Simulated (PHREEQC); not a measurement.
A solution holds 0.0063 mol/kgw FeCl3, 0.013 mol/kgw ZnCl2, 0.059 mol/kgw H2SO4 and 0.032 mol/kgw NaCl, at 25 °C. Closed to the air; pH follows from the charge balance.

Equilibrium calculation in PHREEQC: ion-association model, wateq4f.dat.

Each row changes one thing in this solution. Precipitation was switched off in this run.

```json
[
 {"case": "as made", "pH": "1.19", "ionic strength (mol/kgw)": "0.166", "Zn+2 (mol/kgw)": "0.00906", "ZnCl+ (mol/kgw)": "0.000635", "Fe+3 (mol/kgw)": "0.000426", "FeCl+2 (mol/kgw)": "0.000316", "SI of Goethite (FeOOH)": "+0.34", "SI of Hematite (Fe2O3)": "+2.68"},
 {"case": "H2SO4 left out", "pH": "2.55", "ionic strength (mol/kgw)": "0.0984", "Zn+2 (mol/kgw)": "0.0120", "ZnCl+ (mol/kgw)": "0.000958", "Fe+3 (mol/kgw)": "0.00160", "FeCl+2 (mol/kgw)": "0.00130", "SI of Goethite (FeOOH)": "+5.10", "SI of Hematite (Fe2O3)": "+12.21"},
 {"case": "temperature from 25 to 90 °C", "pH": "1.27", "ionic strength (mol/kgw)": "0.145", "Zn+2 (mol/kgw)": "0.00725", "ZnCl+ (mol/kgw)": "0.00453", "Fe+3 (mol/kgw)": "0.000360", "FeCl+2 (mol/kgw)": "0.00121", "SI of Goethite (FeOOH)": "+2.34", "SI of Hematite (Fe2O3)": "+6.94"},
 {"case": "FeCl3 from 0.0063 to 0.00945 mol/kgw", "pH": "1.18", "ionic strength (mol/kgw)": "0.173", "Zn+2 (mol/kgw)": "0.00920", "ZnCl+ (mol/kgw)": "0.000713", "Fe+3 (mol/kgw)": "0.000681", "FeCl+2 (mol/kgw)": "0.000561", "SI of Goethite (FeOOH)": "+0.52", "SI of Hematite (Fe2O3)": "+3.04"},
 {"case": "ZnCl2 from 0.013 to 0.0195 mol/kgw", "pH": "1.18", "ionic strength (mol/kgw)": "0.181", "Zn+2 (mol/kgw)": "0.0138", "ZnCl+ (mol/kgw)": "0.00109", "Fe+3 (mol/kgw)": "0.000452", "FeCl+2 (mol/kgw)": "0.000383", "SI of Goethite (FeOOH)": "+0.33", "SI of Hematite (Fe2O3)": "+2.67"},
 {"case": "temperature from 25 to 65 °C", "pH": "1.24", "ionic strength (mol/kgw)": "0.152", "Zn+2 (mol/kgw)": "0.00845", "ZnCl+ (mol/kgw)": "0.00257", "Fe+3 (mol/kgw)": "0.000368", "FeCl+2 (mol/kgw)": "0.000762", "SI of Goethite (FeOOH)": "+1.65", "SI of Hematite (Fe2O3)": "+5.47"},
 {"case": "ZnCl2 from 0.013 to 0.0117 mol/kgw", "pH": "1.19", "ionic strength (mol/kgw)": "0.162", "Zn+2 (mol/kgw)": "0.00813", "ZnCl+ (mol/kgw)": "0.000554", "Fe+3 (mol/kgw)": "0.000421", "FeCl+2 (mol/kgw)": "0.000303", "SI of Goethite (FeOOH)": "+0.34", "SI of Hematite (Fe2O3)": "+2.68"},
 {"case": "temperature from 25 to 15 °C", "pH": "1.18", "ionic strength (mol/kgw)": "0.169", "Zn+2 (mol/kgw)": "0.00905", "ZnCl+ (mol/kgw)": "0.000407", "Fe+3 (mol/kgw)": "0.000462", "FeCl+2 (mol/kgw)": "0.000251", "SI of Goethite (FeOOH)": "-0.02", "SI of Hematite (Fe2O3)": "+1.91"}
]
```

Some of these states are supersaturated (in Hematite (slow to form), Goethite (slow to form), for instance). Away from 25 °C the constants follow the database's enthalpies or fits; those with neither stay at their 25 °C values.
